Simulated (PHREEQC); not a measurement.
1 kg of water meets 20 L of dry gas (CO2 0.45, CH4 0.55 by moles) at fixed total pressure, at 25 °C; fugacities by Peng-Robinson. The gases take part in no redox reaction, some water evaporates into the gas, and hydrates or a liquid gas phase aren't modelled. No solid was allowed to form.

All values are PHREEQC results (ion-association model, phreeqc.dat), not measurements.

```csv
P (atm),dissolved CO2 (all carbonate carbon) (mol/kgw),φ of CO2,p of CO2 (atm),dissolved CH4 (mol/kgw),φ of CH4,p of CH4 (atm)
1,0.0145,0.995,0.427,0.000853,0.998,0.542
2,0.0293,0.989,0.867,0.00173,0.996,1.10
3,[?],0.984,1.31,0.00260,0.994,1.66
5,0.0725,[?],2.19,0.00432,0.989,2.78
7.5,0.107,0.960,3.29,0.00643,0.984,4.17
10,[?],[?],4.40,0.00850,0.979,5.57
15,[?],0.921,6.61,0.0125,0.969,8.36
20,0.265,[?],8.82,0.0164,0.959,11.1
30,0.372,[?],13.3,0.0238,0.940,16.7
40,0.464,0.799,17.7,0.0308,0.923,22.2
```

Problem. Complete the blanks.

Solution. 
- 3, dissolved CO2 (all carbonate carbon) (mol/kgw): 0.0439
- 5, φ of CO2: 0.973
- 10, dissolved CO2 (all carbonate carbon) (mol/kgw): 0.141
- 10, φ of CO2: 0.947
- 15, dissolved CO2 (all carbonate carbon) (mol/kgw): 0.205
- 20, φ of CO2: 0.896
- 30, φ of CO2: 0.847

Species that the database lacks are ignored.
